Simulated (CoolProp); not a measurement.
Vapour-liquid equilibrium of n-perfluorobutane (1) + R365MFC (2) at 329.9 K; x and y are mole fractions of (1).

Values from CoolProp's multi-fluid Helmholtz-energy mixture model, Gao 2022 and Lemmon 2016; pair parameters Bell 2016.

```
x     bubble pressure (MPa)  y at the bubble point  dew pressure at overall composition x (MPa)  liquid density (mol/L)
----  ---------------------  ---------------------  -------------------------------------------  ----------------------
0.05                 0.2682                  0.348                                       0.1866                       ?
0.2                  0.4310                  0.619                                       0.2207                   7.407
0.35                      ?                      ?                                       0.2690                   6.991
0.5                  0.5562                  0.748                                       0.3423                       ?
0.65                 0.5952                  0.798                                       0.4599                       ?
0.8                       ?                  0.863                                       0.5969                   5.999
0.95                 0.6575                      ?                                       0.6562                   5.769
```

Q: Fill in the missing entries.

A: 
- 0.05, liquid density (mol/L): 7.855
- 0.35, bubble pressure (MPa): 0.5086
- 0.35, y at the bubble point: 0.699
- 0.5, liquid density (mol/L): 6.615
- 0.65, liquid density (mol/L): 6.282
- 0.8, bubble pressure (MPa): 0.6305
- 0.95, y at the bubble point: 0.958

No azeotrope shows between x = 0.05 and 0.95.

The pair parameters rest on a limited set of measurements; away from them the model extrapolates. With so large a gap from Raoult's law the liquid may split in two, which this calculation doesn't test in full.
